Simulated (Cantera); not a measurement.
An adiabatic, constant-pressure homogeneous reactor starts with CO : H2 : O2 : N2 = 1 : 0.084 : 1.02 : 3.85 (molar parts), at 1748 K and 825 Torr. Integrator tolerance rtol = 1e-08.

Cantera simulation using GRI-Mech 3.0 (53 species, 325 reactions); the numbers are that mechanism's predictions, not measurements.

| quantity | before | after |
|---|---|---|
| time of steepest temperature rise | 40.7 µs | 1.76 µs |
| temperature at 2.00 s | 2679 K | 2822 K |
| equilibrium temperature | 2679 K | 2822 K |
| x(CO) at 2.00 s | 0.0398 (gas-phase equilibrium 0.0398) | 0.0242 (gas-phase equilibrium 0.0242) |
| x(H2) at 2.00 s | 0.000465 (gas-phase equilibrium 0.000465) | 0.000269 (gas-phase equilibrium 0.000269) |
| x(O2) at 2.00 s | 0.0905 (gas-phase equilibrium 0.0905) | 0.0844 (gas-phase equilibrium 0.0844) |
| x(H2O) at 2.00 s | 0.0109 (gas-phase equilibrium 0.0109) | 0.0123 (gas-phase equilibrium 0.0123) |
| x(O) at 2.00 s | 0.00953 (gas-phase equilibrium 0.00953) | 0.00462 (gas-phase equilibrium 0.00462) |

What was changed between the two runs?
A) initial temperature 1748 to 1448 K
B) pressure from 825 Torr to 10500 Torr
C) O2 1.02 to 0.49 parts
D) initial temperature 1748 to 1150 K

B, pressure from 825 Torr to 10500 Torr
